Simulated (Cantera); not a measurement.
A closed system holds: 1 mol CH2F2, 1.9 mol F2, 11 mol H2, at 6900 Pa.

These are equilibrium values from Cantera (NASA tables, ideal gas, pure condensed phases), not measurements of a reactor. Candidate condensed phases: C, C6H6, C7H8, C8H18; 95 gas species. Equilibrium is a limit: real reactors are often held back by kinetics, nucleation or transport. All values below are at 1377 °C.

Base state: H2 0.610, HF 0.389, H 0.000270, CH4 3.42e-5, C2H2 (acetylene) 2.78e-5 (mole fractions); condensed: C(graphite).

Task: What changes in the equilibrium state with this change: CH2F2 replaced by C2F6?

Result: 
| species | before | after |
|---|---|---|
| HF | 0.389 | 0.616 |
| H2 | 0.610 | 0.383 |
| H | 0.000270 | 0.000214 |
| CH4 | 3.42e-5 | 1.35e-5 |
| C2H2 (acetylene) | 2.78e-5 | 1.75e-5 |
| C(graphite), mol | 0.999 | 2.00 |
The feed counts by its element totals alone.
